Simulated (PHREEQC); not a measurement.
Dissolve 4 mmol/kgw HF, 1.9 mmol/kgw ZnSO4 and 0.93 mmol/kgw MnSO4 at 25 °C. It is in equilibrium with CO2 at log p = 0 (atm). Otherwise closed; pH follows from the charge balance.

All values are PHREEQC results (ion-association model, phreeqc.dat), not measurements.

```yaml
pH: 2.91
ionic_strength: 0.0105 mol/kgw
specific_conductance: 1040 µS/cm
total_alkalinity: -4.00 meq/kg
```

```csv
species,molality,activity,log γ
CO2,0.0338,0.0338,0.001
HF,0.00246,0.00247,0.001
SO4-2,0.00216,0.00143,-0.179
Zn+2,0.00153,0.00102,-0.179
F-,0.00148,0.00133,-0.047
H+,0.00135,0.00123,-0.040
Mn+2,0.000790,0.000529,-0.174
ZnSO4,0.000338,0.000339,0.001
HSO4-,0.000190,0.000171,-0.046
MnSO4,0.000134,0.000134,0.001
ZnF+,2.13e-5,1.91e-5,-0.046
(CO2)2,2.10e-5,2.10e-5,0.001
HF2-,1.40e-5,1.26e-5,-0.046
HCO3-,1.35e-5,1.22e-5,-0.044
Zn(SO4)2-2,6.00e-6,3.93e-6,-0.183
MnF+,5.41e-6,4.88e-6,-0.045
```

No solid was allowed to form.
